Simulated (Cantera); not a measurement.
Cantera with NASA thermochemical tables; ideal gases at 1 bar, condensed phases pure. Values are per mole of reaction as written; species without (g) are pure solids or liquids, kept so even where they would boil at 1 bar.

Problem. Between 300 and 2373 K, where is each reaction favourable under standard conditions?
- 2 FeCl₃(g) → Fe₂Cl₆(g)

Solution. 
- 2 FeCl₃(g) → Fe₂Cl₆(g): ΔG° is -103 kJ at 300 K and 162 kJ at 2373 K; it changes sign between 973 and 1173 K. ΔH° is -113 kJ and ΔS° -116 J/K at 2373 K.
